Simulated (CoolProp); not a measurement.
A single-stage vapour-compression cycle with chlorine: evaporating at 316.15 K (dew point), condensing at 362.15 K (bubble point), superheat 2 K, subcooling 8 K, compressor efficiency 0.6, no pressure losses. Each further row changes one setting.

Values from CoolProp's reference Helmholtz-energy equation of state, Thol 2021.

```csv
case,cooling COP,pressure ratio,discharge temperature (K),refrigerating effect (kJ/kg),volumetric capacity (kJ/m³)
as stated,3.39,2.60,439.9,[?],7400
evaporating temperature 321.15 K,3.93,2.31,429.1,194,8340
condensing temperature 357.15 K,[?],2.38,427.0,199,7620
subcooling 13 K,[?],2.60,439.9,199,7620
```

Problem. What belongs in the gaps?

Solution. 
- as stated, refrigerating effect (kJ/kg): 193
- condensing temperature 357.15 K, cooling COP: 3.90
- subcooling 13 K, cooling COP: 3.49
